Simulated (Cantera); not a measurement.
# Equilibrium for iron carbonyl, mercury and lead vapours: PbO + H2 + N2

Charge: 1 mol PbO, 0.17 mol H2, 38 mol N2, at 1400 K and 2100 Torr.

Method: chemical equilibrium by Gibbs-energy minimisation in Cantera with the NASA 1993 tables (ideal gas, pure condensed phases). Candidate condensed phases: H2O, Pb, PbO, PbO2, Pb3O4; 27 gas species. Each liquid is taken as pure. Mutual solubility and eutectic melting of coexisting phases are not modelled. Gases not in the tables: (PbO)n polymers. The numbers say what is thermodynamically allowed, not how fast it happens.

| Item | Value |
|---|---|
| x(N2) | 0.992 |
| x(H2O) | 0.00443 |
| x(Pb) | 0.00311 |
| x(PbO) | 0.000799 |
| x(H2) | 3.25e-6 |
| n(Pb(l)) | 0.0506 mol |
| n(PbO(l)) | 0.799 mol |
| gas amount | 38.32 mol |
